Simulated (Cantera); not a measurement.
Cantera run:

```python
import numpy as np
import cantera as ct

gas_names = """
    H HO2 H2 H2O H2O2 Hg O OH O2 O3
""".split()
cond_names = """
    H2O(s) H2O(L) Hg(cr) Hg(L) HgO(s)
""".split()


# ... load() reads the species with a 1 bar reference pressure and builds the phases ...
atoms = {
    'HgO': {'Hg': 1, 'O': 1},
    'H2': {'H': 2},
}
top_T = {}  # K; cautious upper limits of use, not melting points


# ... equilibrate(T, P, feed) seeds the gas with the atoms and calls Mixture.equilibrate('TP', solver="vcs", rtol=1e-11, max_steps=5000) ...
results = []
T = 948  # K
P = 1000  # Pa
for m in [11, 13, 16, 19, 22, 26, 31, 37, 44, 52, 62]:
    feed = {'HgO': 1, 'H2': m}  # mol
    mix = equilibrate(T, P, feed)
    results.append((T, P, feed, dict(zip(mix.species_names, mix.species_moles))))

top = {s: max(r[3][s] / sum(r[3][g] for g in gas_names) for r in results) for s in gas_names}
cols = sorted((s for s in top if top[s] > 0.001), key=lambda s: -top[s])[:5]
seen = [c for c in cond_names if any(r[3].get(c, 0) > 1e-12 for r in results)]
print("log10 of partial pressures in bar; condensed amounts in mol")
print(f"{'n(H2)':>10s}" + "".join(f"{s[:9]:>10s}" for s in cols + seen))
for T, P, feed, n in results:
    ng = sum(n[g] for g in gas_names)
    print(f"{feed['H2']:10.4g}" + "".join(f"{np.log10(max(n[s] / ng * P / 1e5, 1e-99)):10.3f}" for s in cols)
          + "".join(f"{n.get(c, 0):10.4g}" for c in seen))
```

It prints:

```
log10 of partial pressures in bar; condensed amounts in mol
     n(H2)        H2       H2O        Hg
        11    -2.079    -3.079    -3.079
        13    -2.067    -3.146    -3.146
        16    -2.054    -3.230    -3.230
        19    -2.046    -3.301    -3.301
        22    -2.040    -3.362    -3.362
        26    -2.033    -3.431    -3.431
        31    -2.028    -3.505    -3.505
        37    -2.023    -3.580    -3.580
        44    -2.020    -3.653    -3.653
        52    -2.017    -3.724    -3.724
        62    -2.014    -3.799    -3.799
```

Method: chemical equilibrium by Gibbs-energy minimisation in Cantera with the NASA 1993 tables (ideal gas, pure condensed phases).
